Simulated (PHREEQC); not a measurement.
Solution (67 °C): 0.0081 mol/kgw LiOH, 0.023 mol/kgw H3BO3 and 0.016 mol/kgw (CH3)4NCl. Closed to the air; pH follows from the charge balance.

Equilibrium calculation in PHREEQC: ion-association model, wateq4f.dat.

| Property | Value |
|---|---|
| pH | 8.60 |
| ionic strength | 0.0241 mol/kgw |
| total alkalinity | 8.10 meq/kg |

```csv
species,molality,activity,log γ
Cl-,0.0160,0.0135,-0.072
(CH3)4N+,0.0160,0.0136,-0.071
H3BO3,0.0150,0.0150,0.002
Li+,0.00810,0.00696,-0.066
H2BO3-,0.00804,0.00675,-0.076
OH-,6.25e-5,5.29e-5,-0.073
H+,2.88e-9,2.51e-9,-0.059
```

No solid was allowed to form. (CH3)4N+ isn't in the database: it is added as a free cation with an ion size of 4 Å. Away from 25 °C the constants follow the database's enthalpies or fits; those with neither stay at their 25 °C values.
